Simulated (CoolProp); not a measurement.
Vapour-liquid equilibrium of R152A (1) + n-butane (2) at 0.246 MPa; x and y are mole fractions of (1).

Computed with CoolProp (multi-fluid Helmholtz-energy mixture model, Outcalt 1996 and Bücker 2006; pair parameters Bell 2016).

```
x     bubble temperature (°C)  y at the bubble point  dew temperature at overall composition x (°C)  liquid density (mol/L)
----  -----------------------  ---------------------  ---------------------------------------------  ----------------------
0.05                     15.6                  0.288                                           23.8                   10.14
0.15                      5.5                  0.528                                           20.5                   10.58
0.25                      1.2                  0.619                                           17.0                   10.94
0.35                     -0.9                  0.664                                           13.2                   11.29
0.45                     -2.0                  0.693                                            9.0                   11.66
0.55                     -2.7                  0.716                                            4.5                   12.07
0.65                     -3.2                  0.743                                           -0.3                   12.53
0.75                     -3.5                  0.778                                           -3.3                   13.05
0.85                     -3.5                  0.832                                           -3.5                   13.63
0.95                     -2.8                  0.926                                           -2.6                   14.26
```

y crosses x between x = 0.75 and 0.85: the model has an azeotrope there.

Pair parameters are fitted to limited data, so mixtures are less certain than the pure fluids. With so large a gap from Raoult's law the liquid may split in two, which this calculation doesn't test in full.
